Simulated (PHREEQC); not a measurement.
Make-up at 5 °C: 2.2 mmol/kgw SrBr2 and 11 mmol/kgw LiBr. Closed to the air; pH follows from the charge balance.

Equilibrium calculation in PHREEQC: ion-association model, phreeqc.dat.

No solid was allowed to form.

Task: Predict the specific conductance.

Result: specific conductance 981 µS/cm.

Away from 25 °C the constants follow the database's enthalpies or fits; those with neither stay at their 25 °C values.
